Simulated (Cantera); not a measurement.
Feed: 1 mol BN, 42 mol H2, 9.4 mol H2O, equilibrated at 1200 Pa.

Cantera equilibrium calculation (NASA polynomials, part measured and part estimated; ideal gas, pure solids and liquids). Candidate condensed phases: B, BN, B2O3, B3O3H3, H2O; 39 gas species. Gases not in the tables: H3BO3. The numbers say what is thermodynamically allowed, not how fast it happens.

log p: log10 of the partial pressure in bar; n: condensed amount in mol.

```
T (K)  log p H2  log p H2O  log p HBO2  log p N2  log p H  n B2O3(l)
-----  --------  ---------  ----------  --------  -------  ---------
848       -2.00      -2.74       -7.60     -3.94   -11.72      0.466
923       -2.00      -2.74         ___     -3.94      ___      0.478
998       -2.00      -2.74       -5.97     -3.94    -9.67      0.483
1073      -2.00      -2.74       -5.33     -3.94    -8.85      0.480
1148      -2.00      -2.74       -4.79     -3.94    -8.14      0.458
1223      -2.00      -2.75       -4.31     -3.94    -7.52      0.389
1298      -2.00      -2.76         ___     -3.94      ___        ___
1373      -2.00      -2.77       -3.64     -3.94    -6.48          0
1448      -2.00      -2.77       -3.64     -3.94    -6.04          0
1523      -2.00      -2.77       -3.65     -3.94    -5.64          0
1598      -2.00      -2.77       -3.65     -3.94    -5.27          0
1673      -2.00      -2.77       -3.65     -3.94    -4.94          0
1748      -2.00      -2.77       -3.65     -3.94    -4.64          0
```

Problem. Complete the blanks.

Solution. 
- 923, log p HBO2: -6.71
- 923, log p H: -10.61
- 1298, log p HBO2: -3.90
- 1298, log p H: -6.97
- 1298, n B2O3(l): 0.222
